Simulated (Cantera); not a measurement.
# Thermodynamics of hydrogen reduction and annealing atmospheres, feed Cr2O3 + H2 + N2

Feed: 1 mol Cr2O3, 270 mol H2, 1.8 mol N2, equilibrated at 18000 Pa.

Cantera equilibrium calculation (NASA polynomials, part measured and part estimated; ideal gas, pure solids and liquids). Candidate condensed phases: Cr, CrN, Cr2N, Cr2O3, H2O; 29 gas species. Mutual solubility and eutectic melting of coexisting phases are not modelled. Rates play no part.

```csv
T (K),x H2,x N2,x H2O,x H,x Cr,x NH3,x CrO,n CrN(s),n Cr2O3(s),n Cr2N(s),n Cr(s)
825,0.993,0.00660,5.45e-6,1.86e-11,<1e-12,3.39e-5,<1e-12,0.000988,1.000,0,0
900,0.993,0.00661,1.04e-5,2.75e-10,<1e-12,1.76e-5,<1e-12,0.00188,0.999,0,0
975,0.993,0.00661,1.78e-5,2.69e-9,<1e-12,1.00e-5,<1e-12,0.00323,0.998,0,0
1050,0.993,0.00661,3.46e-5,1.91e-8,1.67e-12,6.15e-6,<1e-12,0,0.997,0.00313,0
1125,0.993,0.00661,6.69e-5,1.04e-7,5.20e-11,4.02e-6,<1e-12,0,0.994,0.00606,0
1200,0.993,0.00660,0.000119,4.64e-7,1.05e-9,2.77e-6,<1e-12,0,0.989,0.0108,0
1275,0.993,0.00662,0.000213,1.73e-6,1.31e-8,1.99e-6,<1e-12,0,0.981,0,0.0386
1350,0.993,0.00662,0.000408,5.60e-6,1.00e-7,1.48e-6,9.14e-12,0,0.963,0,0.0740
1425,0.993,0.00662,0.000730,1.60e-5,6.14e-7,1.14e-6,1.20e-10,0,0.934,0,0.132
1500,0.992,0.00662,0.00123,4.13e-5,3.12e-6,8.96e-7,1.21e-9,0,0.889,0,0.222
1575,0.991,0.00662,0.00197,9.75e-5,1.36e-5,7.22e-7,9.79e-9,0,0.821,0,0.354
1650,0.990,0.00662,0.00302,0.000213,5.12e-5,5.93e-7,6.49e-8,0,0.726,0,0.534
1725,0.988,0.00662,0.00447,0.000435,0.000171,4.94e-7,3.63e-7,0,0.595,0,0.763
1800,0.986,0.00662,0.00639,0.000838,0.000515,4.18e-7,1.75e-6,0,0.421,0,1.02
```
x: gas mole fraction; n: condensed amount in mol.

From 825 K to 975 K the condensed part is CrN(s) + Cr2O3(s). From 1050 K to 1200 K the condensed part is Cr2N(s) + Cr2O3(s). From 1275 K to 1800 K the condensed part is Cr(s) + Cr2O3(s).
